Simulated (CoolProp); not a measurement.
Vapour-liquid equilibrium of propylene (1) + R142b (2) at 10.8 kPa; x and y are mole fractions of (1).

Values from CoolProp's multi-fluid Helmholtz-energy mixture model, Lemmon 2013 and Lemmon 2006; pair parameters Bell 2016.

```
x      bubble temperature (K)  y at the bubble point  dew temperature at overall composition x (K)  liquid density (mol/L)
-----  ----------------------  ---------------------  --------------------------------------------  ----------------------
0.05                    213.8                  0.341                                         218.8                   13.03
0.125                   207.3                  0.611                                         217.7                   13.30
0.2                     202.6                  0.747                                         216.4                   13.53
0.275                   199.2                  0.823                                         215.1                   13.74
0.35                    196.5                  0.869                                         213.7                   13.94
0.425                   194.5                  0.900                                         212.1                   14.13
0.5                     192.8                  0.922                                         210.3                   14.32
0.575                   191.5                  0.938                                         208.4                   14.50
0.65                    190.4                  0.951                                         206.1                   14.68
0.725                   189.3                  0.962                                         203.5                   14.87
0.8                     188.4                  0.973                                         200.3                   15.06
0.875                   187.5                  0.982                                         196.2                   15.26
0.95                    186.6                  0.993                                         190.4                   15.47
```

No azeotrope shows between x = 0.05 and 0.95.

The pair parameters rest on a limited set of measurements; away from them the model extrapolates.
